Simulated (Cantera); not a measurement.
# Thermodynamics of metals in furnace atmospheres, feed Pb + H2O + N2 + CO2

Charge: 1 mol Pb, 0.12 mol H2O, 26 mol N2, 0.00048 mol CO2, held at 0.00240 bar.

Cantera equilibrium calculation (NASA polynomials, part measured and part estimated; ideal gas, pure solids and liquids). Candidate condensed phases: C, C6H6, C7H8, C8H18, H2O, Pb, PbO, PbO2, Pb3O4; 139 gas species. Kinetics and transport are ignored.

From 477 °C to 777 °C the condensed part is Pb(l). From 927 °C to 1677 °C nothing is condensed. The main Pb-bearing gas is Pb throughout.

| T (°C) | x N2 | x Pb | x H2O | x H2 | x H | x PbO | n Pb(l) |
|---|---|---|---|---|---|---|---|
| 477 | 0.995 | 3.95e-6 | 0.00459 | 2.23e-7 | <1e-12 | 1.75e-9 | 1.000 |
| 627 | 0.995 | 0.000570 | 0.00459 | 1.19e-6 | 2.61e-12 | 1.19e-6 | 0.985 |
| 777 | 0.976 | 0.0194 | 0.00448 | 2.20e-5 | 7.76e-10 | 2.21e-5 | 0.483 |
| 927 | 0.959 | 0.0368 | 0.00435 | 7.17e-5 | 3.41e-8 | 7.21e-5 | 0 |
| 1077 | 0.959 | 0.0367 | 0.00428 | 0.000141 | 5.78e-7 | 0.000142 | 0 |
| 1227 | 0.959 | 0.0366 | 0.00418 | 0.000242 | 5.58e-6 | 0.000242 | 0 |
| 1377 | 0.959 | 0.0365 | 0.00402 | 0.000379 | 3.61e-5 | 0.000364 | 0 |
| 1527 | 0.958 | 0.0364 | 0.00371 | 0.000586 | 0.000177 | 0.000460 | 0 |
| 1677 | 0.958 | 0.0364 | 0.00305 | 0.000907 | 0.000705 | 0.000460 | 0 |
x: gas mole fraction; n: condensed amount in mol.
